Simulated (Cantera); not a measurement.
## Reactions in the system C-H-Ta

Cantera with NASA thermochemical tables; ideal gases at 1 bar, condensed phases pure. Values are per mole of reaction as written; species without (g) are pure solids or liquids, kept so even where they would boil at 1 bar. TaC: taken at fixed stoichiometry.

C3H8(g) + 3 Ta ⇌ 4 H2(g) + 3 TaC

```json
[
 {"T (K)": "1748", "ΔH° (kJ)": "-292.5", "ΔS° (J/K)": "320.4", "ΔG° (kJ)": "-852.4", "log10 K": "25.47"},
 {"T (K)": "1898", "ΔH° (kJ)": "-292.6", "ΔS° (J/K)": "320.3", "ΔG° (kJ)": "-900.5", "log10 K": "24.78"},
 {"T (K)": "2048", "ΔH° (kJ)": "-292.9", "ΔS° (J/K)": "320.1", "ΔG° (kJ)": "-948.5", "log10 K": "24.19"},
 {"T (K)": "2198", "ΔH° (kJ)": "-293.2", "ΔS° (J/K)": "320.0", "ΔG° (kJ)": "-996.5", "log10 K": "23.68"},
 {"T (K)": "2348", "ΔH° (kJ)": "-293.5", "ΔS° (J/K)": "319.8", "ΔG° (kJ)": "-1044.5", "log10 K": "23.24"},
 {"T (K)": "2498", "ΔH° (kJ)": "-293.9", "ΔS° (J/K)": "319.7", "ΔG° (kJ)": "-1092.5", "log10 K": "22.84"},
 {"T (K)": "2648", "ΔH° (kJ)": "-294.3", "ΔS° (J/K)": "319.5", "ΔG° (kJ)": "-1140.4", "log10 K": "22.50"},
 {"T (K)": "2798", "ΔH° (kJ)": "-294.9", "ΔS° (J/K)": "319.3", "ΔG° (kJ)": "-1188.3", "log10 K": "22.18"},
 {"T (K)": "2948", "ΔH° (kJ)": "-295.7", "ΔS° (J/K)": "319.0", "ΔG° (kJ)": "-1236.2", "log10 K": "21.90"}
]
```
